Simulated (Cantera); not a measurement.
An adiabatic, constant-pressure homogeneous reactor starts with 2.82 % CH4, 2.62 % H2, 19.8 % O2, 74.7 % N2, equivalence ratio 0.35, at 1525 K and 255 Torr.

Computed with Cantera and GRI-Mech 3.0 (53 species, 325 reactions).

Predict: time of steepest temperature rise; temperature at 2.00 s; equilibrium temperature; x(H2) at 2.00 s; x(O2) at 2.00 s; x(H) at 2.00 s; x(NO2) at 2.00 s.


* **time of steepest temperature rise**: 0.234 ms
* **temperature at 2.00 s**: 2232 K
* **equilibrium temperature**: 2231 K
* **x(H2) at 2.00 s**: 0.000543 (gas-phase equilibrium 0.000543)
* **x(O2) at 2.00 s**: 0.124 (gas-phase equilibrium 0.124)
* **x(H) at 2.00 s**: 0.000270 (gas-phase equilibrium 0.000270)
* **x(NO2) at 2.00 s**: 5.54e-6 (gas-phase equilibrium 5.54e-6)
